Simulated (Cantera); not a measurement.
Feed: 1 mol C, 0.29 mol NH3, 0.44 mol H2, at 875 K and 0.0550 bar.

These are equilibrium values from Cantera (NASA tables, ideal gas, pure condensed phases), not measurements of a reactor. Candidate condensed phases: C, C6H6, C7H8, C8H18; 92 gas species. Equilibrium is a limit: real reactors are often held back by kinetics, nucleation or transport.

Task: What is the equilibrium state?

Result: 
```json
{
  "x(H2)": "0.839",
  "x(N2)": "0.145",
  "x(CH4)": "0.0169",
  "x(NH3)": "2.39e-5",
  "n(C(graphite))": "0.983 mol",
  "gas_amount": "1.003 mol"
}
```
